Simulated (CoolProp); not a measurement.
Dimethyl carbonate along the isobar 7310 kPa: density (kg/m³) from the reference equation and from simpler models built on Tc = 557.0 K, pc = 4909 kPa, ω = 0.346; each cubic takes its own stable root.

Values from CoolProp's reference Helmholtz-energy equation of state, Zhou 2011.

```json
[
 {"T (K)": "323.1", "phase": "liquid", "reference": "1038"},
 {"T (K)": "332.8", "phase": "liquid", "reference": "1025"},
 {"T (K)": "342.5", "phase": "liquid", "reference": "1012"},
 {"T (K)": "352.2", "phase": "liquid", "reference": "999.4"},
 {"T (K)": "361.9", "phase": "liquid", "reference": "986.4"},
 {"T (K)": "371.5", "phase": "liquid", "reference": "973.3"},
 {"T (K)": "381.2", "phase": "liquid", "reference": "959.9"},
 {"T (K)": "390.9", "phase": "liquid", "reference": "946.3"},
 {"T (K)": "400.6", "phase": "liquid", "reference": "932.5"},
 {"T (K)": "410.3", "phase": "liquid", "reference": "918.4"}
]
```

How far does each simpler model (Redlich-Kwong, Soave-Redlich-Kwong) lie from the reference over these 10 states: mean and median of the absolute difference, and the worst?


- Redlich-Kwong: mean 14.0 %, median 14.0 %, worst -14.3 % at 410.3 K and 7310 kPa
- Soave-Redlich-Kwong: mean 10.4 %, median 10.3 %, worst -10.9 % at 323.1 K and 7310 kPa
